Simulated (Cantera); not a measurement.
A freely propagating, adiabatic, planar premixed flame of H2 : O2 : N2 = 1 : 0.417 : 1.57 (molar parts), equivalence ratio 1.2, unburnt at 425 K and 143 Torr; mixture-averaged transport, grid criteria slope 0.08 and curve 0.16, no radiation.

Detailed kinetics in Cantera: the H2/O2 subset of GRI-Mech 3.0, which has no nitrogen chemistry. Burning velocities carry a grid error of a few per cent, more on coarse grids.

**Question.** What does this change do: inlet temperature 425 to 700 K?

**Answer.** 
```csv
quantity,before,after
laminar burning velocity,389 cm/s,929 cm/s
thermal thickness,3.64 mm,4.49 mm
peak x(O),0.0110,0.0146
peak x(H2O2),1.59e-5,1.01e-6
peak x(H),0.0925,0.111
```

**Question.** What does this change do: N2 1.57 to 1.2 parts?

**Answer.** 
| quantity | before | after |
|---|---|---|
| laminar burning velocity | 389 cm/s | 475 cm/s |
| thermal thickness | 3.64 mm | 3.35 mm |
| peak x(O) | 0.0110 | 0.0145 |
| peak x(H2O2) | 1.59e-5 | 1.68e-5 |
| peak x(H) | 0.0925 | 0.112 |
